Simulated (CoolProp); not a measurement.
Vapour-liquid equilibrium of propylene (1) + cyclohexane (2) at 61.45 °C; x and y are mole fractions of (1).

Computed with CoolProp (multi-fluid Helmholtz-energy mixture model, Lemmon 2013 and Zhou 2014; pair parameters Bell 2016).

```
x     bubble pressure (MPa)  y at the bubble point  dew pressure at overall composition x (MPa)  liquid density (mol/L)
----  ---------------------  ---------------------  -------------------------------------------  ----------------------
0.05                 0.1858                  0.707                                      0.05749                     ___
0.15                 0.4388                  0.879                                          ___                   9.175
0.25                 0.6814                  0.924                                      0.07286                   9.444
0.35                 0.9163                  0.946                                          ___                   9.712
0.45                  1.147                  0.959                                      0.09931                   9.974
0.55                  1.375                    ___                                       0.1213                   10.22
0.65                  1.607                  0.975                                       0.1556                   10.44
0.75                  1.847                  0.981                                          ___                   10.60
0.85                  2.108                  0.988                                       0.3578                   10.65
0.95                  2.414                  0.995                                       0.9849                   10.48
```

Task: Fill in the missing entries.

Result: 
- 0.05, liquid density (mol/L): 8.909
- 0.15, dew pressure at overall composition x (MPa): 0.06427
- 0.35, dew pressure at overall composition x (MPa): 0.08407
- 0.55, y at the bubble point: 0.968
- 0.75, dew pressure at overall composition x (MPa): 0.2170

No azeotrope shows between x = 0.05 and 0.95.

The pair parameters rest on a limited set of measurements; away from them the model extrapolates. The gap from Raoult's law changes sign with composition, which may be real or a fault of the pair parameters; it wasn't checked against measurements.
